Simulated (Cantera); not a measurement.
## B2H6 + O2 + H2 (boron, boron nitride and boron oxide)

Feed: 1 mol B2H6, 2 mol O2, 4.9 mol H2, equilibrated at 13300 Pa.

Equilibrium computed with Cantera from the NASA thermochemical tables; the gas is ideal and each condensed phase is pure. Candidate condensed phases: B, B2O3, B3O3H3, H2O; 23 gas species. The feed counts by its element totals alone. Gases not in the tables: H3BO3. Equilibrium is a limit: real reactors are often held back by kinetics, nucleation or transport.

From 1248 K to 1798 K the condensed part is B2O3(l). The share of B in condensed phases is highest at 1248 K (99.2 %) and lowest at 1798 K (18.1 %).

```
T (K)   x H2   x HBO2   x H2O    x B2O3     x HBO       x H  x (HBO2)3    x B2O2  n B2O3(l)
-----  -----  -------  ------  --------  --------  --------  ---------  --------  ---------
1248   0.873  0.00155   0.125   3.11e-7   8.97e-7   1.19e-6   0.000159  1.57e-11      0.992
1298   0.872  0.00291   0.125   1.32e-6   2.60e-6   2.74e-6   0.000133  1.09e-10      0.987
1348   0.871  0.00516   0.124   5.01e-6   6.95e-6   5.91e-6   0.000112  6.54e-10      0.978
1398   0.870  0.00874   0.122   1.72e-5   1.73e-5   1.21e-5    9.44e-5   3.45e-9      0.964
1448   0.867   0.0142   0.118   5.39e-5   4.05e-5   2.35e-5    7.91e-5   1.63e-8      0.942
1498   0.864   0.0220   0.114  0.000156   8.99e-5   4.37e-5    6.55e-5   7.02e-8      0.910
1548   0.858   0.0329   0.108  0.000421  0.000191   7.81e-5    5.33e-5   2.78e-7      0.863
1598   0.851   0.0472  0.0999   0.00106  0.000389  0.000134    4.22e-5   1.03e-6      0.798
1648   0.841   0.0651  0.0899   0.00252  0.000767  0.000224    3.22e-5   3.62e-6      0.709
1698   0.828   0.0861  0.0780   0.00569   0.00148  0.000360    2.34e-5   1.22e-5      0.588
1748   0.810    0.109  0.0648    0.0122   0.00278  0.000563    1.61e-5   4.02e-5      0.421
1798   0.785    0.132  0.0513    0.0250   0.00515  0.000854    1.03e-5  0.000129      0.181
```
x: gas mole fraction; n: condensed amount in mol.
